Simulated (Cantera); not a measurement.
A Cantera script and its output.

```python
import numpy as np
import cantera as ct

gas = ct.Solution("h2o2.yaml")
gas.TPX = 450, 20000, {'H2': 1, 'O2': 0.685, 'N2': 2.58, 'H2O': 0.14}
flame = ct.FreeFlame(gas, width=0.12)
flame.set_refine_criteria(ratio=3, slope=0.08, curve=0.16)
flame.transport_model = "mixture-averaged"
flame.solve(loglevel=0, auto=True)
z, T = flame.grid, flame.T
thick = (T[-1] - T[0]) / np.gradient(T, z).max()
show = ['H2', 'O2', 'H', 'OH', 'H2O2', 'HO2']
print(f"laminar burning velocity  {flame.velocity[0] * 100:.3f} cm/s")
print(f"burnt temperature         {T[-1]:.1f} K")
print(f"thermal thickness         {thick * 1e3:.4f} mm")
print(f"grid points               {len(z)}")
z0 = z[flame.heat_release_rate.argmax()]
print(f"{'z/mm':>9s}{'T/K':>9s}{'u/(m/s)':>9s}" + "".join(f"{s:>11s}" for s in show))
rows = []
for k in (-3, -2, -1.5, -1, -0.5, -0.25, 0, 0.25, 0.5, 1, 2, 4, 8):
    zz = z0 + k * thick
    rows.append([k * thick, np.interp(zz, z, T), np.interp(zz, z, flame.velocity),
                 *(np.interp(zz, z, flame.X[gas.species_index(s)]) for s in show)])
    print(f"{rows[-1][0] * 1e3:9.3f}{rows[-1][1]:9.1f}{rows[-1][2]:9.3f}" + "".join(f"{x:11.3e}" for x in rows[-1][3:]))
```

Result:

```
laminar burning velocity  285.139 cm/s
burnt temperature         2092.7 K
thermal thickness         3.1716 mm
grid points               130
     z/mm      T/K  u/(m/s)         H2         O2          H         OH       H2O2        HO2
   -9.515    450.0    2.851  2.270e-01  1.555e-01  6.585e-18  3.882e-18  6.068e-17  7.490e-15
   -6.343    450.0    2.851  2.270e-01  1.555e-01  2.083e-15  1.143e-15  1.728e-14  2.099e-12
   -4.757    450.0    2.851  2.270e-01  1.555e-01  2.966e-13  8.891e-14  2.104e-12  2.371e-10
   -3.172    450.0    2.851  2.269e-01  1.555e-01  5.264e-10  1.467e-11  5.808e-10  5.844e-08
   -1.586    459.2    2.896  2.227e-01  1.561e-01  3.115e-05  1.905e-05  3.970e-06  9.699e-05
   -0.793    654.8    4.034  1.911e-01  1.523e-01  3.695e-03  5.740e-04  1.401e-05  8.840e-05
    0.000   1051.6    6.284  1.030e-01  1.199e-01  2.677e-02  2.105e-03  1.517e-06  3.244e-05
    0.793   1326.1    7.845  3.537e-02  7.256e-02  4.075e-02  6.540e-03  1.792e-06  1.569e-05
    1.586   1457.0    8.571  2.404e-02  6.102e-02  3.603e-02  8.995e-03  1.275e-06  1.121e-05
    3.172   1595.4    9.308  2.170e-02  5.685e-02  2.621e-02  1.115e-02  6.922e-07  8.427e-06
    6.343   1733.6   10.021  1.866e-02  5.364e-02  1.678e-02  1.257e-02  3.495e-07  6.175e-06
   12.686   1859.3   10.650  1.423e-02  5.092e-02  9.287e-03  1.274e-02  1.901e-07  4.265e-06
   25.373   1962.5   11.155  9.312e-03  4.894e-02  4.262e-03  1.146e-02  1.154e-07  2.759e-06
```

Cantera simulation using the H2/O2 subset of GRI-Mech 3.0, which has no nitrogen chemistry; the numbers are that mechanism's predictions, not measurements. Burning velocities carry a grid error of a few per cent, more on coarse grids.
